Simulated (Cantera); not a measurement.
## Equilibrium for titanium nitride, carbide and oxide coatings: Ti(OiPr)₄ + H₂ + N₂

Feed: 1 mol Ti(OiPr)₄, 220 mol H₂, 150 mol N₂, held at 0.0400 bar.

Method: chemical equilibrium by Gibbs-energy minimisation in Cantera with the NASA 1993 tables (ideal gas, pure condensed phases). Candidate condensed phases: C, C₆H₆, C₇H₈, C₈H₁₈, H₂O, Ti, TiC, TiN, TiO, TiO₂, Ti₂O₃, Ti₃O₅, Ti₄O₇; 139 gas species. The feed counts by its element totals alone. TiC: taken at fixed stoichiometry. Kinetics and transport are ignored.

```csv
T (K),x H₂,x N₂,x H,x HCN,x CO,x C₂H₂ (acetylene),n C(graphite),n TiC(s)
1923,0.597,0.383,0.00364,0.00515,0.0103,0.000270,4.69,1.000
1948,0.596,0.383,0.00436,0.00571,0.0103,0.000321,4.41,1.000
1973,0.595,0.382,0.00520,0.00631,0.0103,0.000381,4.11,1.000
1998,0.594,0.382,0.00618,0.00697,0.0103,0.000450,3.78,1.000
2023,0.593,0.381,0.00731,0.00766,0.0103,0.000529,3.42,1.000
2048,0.591,0.380,0.00861,0.00841,0.0103,0.000620,3.03,1.000
2073,0.589,0.380,0.0101,0.00920,0.0103,0.000722,2.61,1.000
2098,0.587,0.379,0.0118,0.0100,0.0102,0.000838,2.15,1.000
2123,0.585,0.378,0.0137,0.0109,0.0102,0.000969,1.66,1.000
2148,0.583,0.377,0.0159,0.0119,0.0102,0.00112,1.13,1.000
2173,0.580,0.376,0.0184,0.0129,0.0102,0.00128,0.557,1.000
2198,0.577,0.375,0.0212,0.0138,0.0102,0.00144,0,1.000
2223,0.575,0.374,0.0243,0.0138,0.0102,0.00141,0,1.000
```
x: gas mole fraction; n: condensed amount in mol.

From 1923 K to 2173 K the condensed part is C(graphite) + TiC(s). From 2198 K to 2223 K the condensed part is TiC(s).
